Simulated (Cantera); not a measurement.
Input: 1 mol (CH3)2SiCl2, 0.15 mol C3H8, 87 mol H2, held at 0.250 bar.

Cantera equilibrium calculation (NASA polynomials, part measured and part estimated; ideal gas, pure solids and liquids). Candidate condensed phases: C, C6H6, C7H8, C8H18, Si, SiC; 109 gas species. The feed counts by its element totals alone. Equilibrium is a limit: real reactors are often held back by kinetics, nucleation or transport.

### Question
At 1425 K, list the 4 most abundant gas species with their mole fractions, and the condensed phases.

### Answer
H2 0.977, HCl 0.0218, CH4 0.000900, H 1.35e-5. Condensed: C(graphite) + SiC(s).
